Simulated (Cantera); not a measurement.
A closed system holds: 1 mol Pb, 1.3 mol CO₂, 2.9 mol H₂.

Method: chemical equilibrium by Gibbs-energy minimisation in Cantera with the NASA 1993 tables (ideal gas, pure condensed phases). Candidate condensed phases: C, C₆H₆, C₇H₈, C₈H₁₈, H₂O, Pb, PbO, PbO₂, Pb₃O₄; 113 gas species. Rates play no part.

Question: What condenses at these points (T in K, P in Pa): (1150, 10); (1650, 3000000); (950, 130000); (1750, 26000); (1750, 48)?

Answer: 
```json
[
 {"T (K)": "1150", "P in Pa": "10", "condensed phases": "gas only", "Pb condensed (%)": "0.0"},
 {"T (K)": "1650", "P in Pa": "3000000", "condensed phases": "Pb", "Pb condensed (%)": "98.7"},
 {"T (K)": "950", "P in Pa": "130000", "condensed phases": "Pb", "Pb condensed (%)": "100.0"},
 {"T (K)": "1750", "P in Pa": "26000", "condensed phases": "gas only", "Pb condensed (%)": "0.0"},
 {"T (K)": "1750", "P in Pa": "48", "condensed phases": "gas only", "Pb condensed (%)": "0.0"}
]
```
